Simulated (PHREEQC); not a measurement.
Solution (25 °C and 100 atm): 44 mmol/kgw NaHCO3. It is in equilibrium with CO2 at log p = -2 (atm). Otherwise closed; pH follows from the charge balance.

Model: ion-association model, phreeqc.dat, run in PHREEQC.

Precipitation was switched off in this run.

Problem. Estimate the pH, specific conductance, ionic strength.

Solution. pH 8.37; specific conductance 3580 µS/cm; ionic strength 0.0438 mol/kgw.

Problem. In which forms is C present?

Solution. HCO3- 95 %, CO3-2 2.0 %, NaHCO3 1.7 %, NaCO3- 0.8 %, CO2 0.7 % of the C.

Complexes and solids missing from the database can't appear. Under pressure, the constants of complexes without a molar volume in the database are unreliable.
